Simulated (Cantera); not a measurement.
# Fe₃O₄ + CO + H₂ (carbothermic reduction)

Input: 1 mol Fe₃O₄, 1.7 mol CO, 0.42 mol H₂, equilibrated at 6.90 Torr.

Cantera equilibrium calculation (NASA polynomials, part measured and part estimated; ideal gas, pure solids and liquids). Candidate condensed phases: C, C₆H₆, C₇H₈, C₈H₁₈, Fe, Fe(CO)₅, FeO, Fe(OH)₂, Fe(OH)₃, Fe₂O₃, Fe₃O₄, H₂O; 114 gas species. The tables' stoichiometric FeO is somewhat more stable than real wüstite, so its field is too wide. FeO: taken at fixed stoichiometry. Equilibrium is a limit: real reactors are often held back by kinetics, nucleation or transport.

| T (K) | log p CO | log p CO₂ | log p H₂O | log p Fe | log p H₂ | log p H | log p FeO | log p OH | log p O₂ | n FeO(s) | n FeO(l) |
|---|---|---|---|---|---|---|---|---|---|---|---|
| 1273 | -2.39 | -2.48 | -2.98 | -9.93 | -3.11 | -7.70 | -12.70 | -9.51 | <-14 | 3.00 | 0 |
| 1423 | -2.38 | -2.50 | -2.94 | -8.22 | -3.17 | -6.76 | -10.54 | -8.19 | -11.92 | 3.00 | 0 |
| 1573 | -2.37 | -2.51 | -2.91 | -6.85 | -3.23 | -6.01 | -8.80 | -7.13 | -9.99 | 3.00 | 0 |
| 1723 | -2.36 | -2.52 | -2.89 | -5.76 | -3.28 | -5.38 | -7.41 | -6.25 | -8.40 | 0 | 3.00 |
| 1873 | -2.36 | -2.52 | -2.87 | -4.89 | -3.33 | -4.85 | -6.28 | -5.51 | -7.07 | 0 | 3.00 |
| 2023 | -2.37 | -2.52 | -2.87 | -4.16 | -3.38 | -4.41 | -5.33 | -4.88 | -5.91 | 0 | 2.98 |
| 2173 | -2.39 | -2.52 | -2.88 | -3.57 | -3.46 | -4.05 | -4.52 | -4.33 | -4.86 | 0 | 2.93 |
| 2323 | -2.47 | -2.54 | -2.93 | -3.09 | -3.62 | -3.77 | -3.82 | -3.87 | -3.89 | 0 | 2.74 |
log p: log10 of the partial pressure in bar; n: condensed amount in mol.

From 1273 K to 1573 K the condensed part is FeO(s). From 1723 K to 2323 K the condensed part is FeO(l). The main Fe-bearing gas is Fe(OH)₂ at 1273 K and Fe at 2323 K.
